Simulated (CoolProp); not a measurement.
n-heptane along the isotherm 600 K: Z from the reference equation and from simpler models built on Tc = 541.2 K, pc = 2.774 MPa, ω = 0.349; each cubic takes its own stable root.

Model: reference Helmholtz-energy equation of state, Span 2003, in CoolProp. It is a short technical equation, of lower accuracy than the large ones.

```csv
p (MPa),phase,reference
0.0439,gas,0.9962
0.0998,gas,0.9913
0.227,gas,0.9801
0.517,gas,0.9540
1.18,gas,0.8909
2.68,gas,0.7265
6.09,supercritical,0.4174
13.9,supercritical,0.6606
```

Q: How far does each simpler model (Redlich-Kwong, Soave-Redlich-Kwong, Peng-Robinson) lie from the reference over these 8 states: mean and median of the absolute difference, and the worst?

A: 
- Redlich-Kwong: mean 2.3 %, median 0.4 %, worst +8.3 % at 600 K and 13.9 MPa
- Soave-Redlich-Kwong: mean 4.5 %, median 0.4 %, worst +20.6 % at 600 K and 6.09 MPa
- Peng-Robinson: mean 2.1 %, median 0.7 %, worst +11.9 % at 600 K and 6.09 MPa
